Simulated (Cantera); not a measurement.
Gas mixture: 49.0 % CO, 32.1 % NH3, 13.5 % C3H8, 5.46 % H2O, at 750 Torr, frozen composition.

Cantera's kinetic-theory transport with the Lennard-Jones parameters of GRI-Mech 3.0, ideal gas; thermal conductivity in the multicomponent form. Polar gases are described roughly by these parameters. The composition is frozen, though it would react at the higher temperatures.

D: mixture-averaged diffusion coefficient of that species in the mixture.

```csv
T (K),ρ (kg/m³),cp (J/kg/K),μ (µPa s),λ (mW/m/K),Pr,D (cm²/s) H,D (cm²/s) H2O,D (cm²/s) H2
400,0.785,1584,16.8,36.2,0.736,[?],0.338,1.21
600,0.523,1868,23.5,58.6,0.750,[?],0.743,2.41
800,0.393,2109,29.4,82.0,0.758,[?],1.27,3.92
1000,0.314,2305,34.8,105,0.762,[?],1.91,5.69
1200,0.262,2454,39.8,128,0.763,[?],2.65,7.71
1400,0.224,2578,44.4,150,0.765,[?],3.48,9.97
1600,0.196,2680,48.8,171,0.765,[?],4.39,12.4
```

What belongs in the gaps?


- 400, D (cm²/s) H: 1.87
- 600, D (cm²/s) H: 3.86
- 800, D (cm²/s) H: 6.37
- 1000, D (cm²/s) H: 9.32
- 1200, D (cm²/s) H: 12.7
- 1400, D (cm²/s) H: 16.5
- 1600, D (cm²/s) H: 20.6
